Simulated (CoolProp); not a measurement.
Model: reference Helmholtz-energy equation of state, Jacobsen 1992, in CoolProp.

### Question
Give the vapour pressure (kPa), liquid cp (kJ/(kg K)), liquid viscosity (µPa s) of saturated R11 at 415.9 K.

### Answer
```
T (K)  p (kPa)  liquid cp (kJ/(kg K))  liquid viscosity (µPa s)
-----  -------  ---------------------  ------------------------
415.9     1870                   1.13                       145
```

Viscosity comes from a separate model (Klein 1997), an estimate that may be off by 10 % or more.
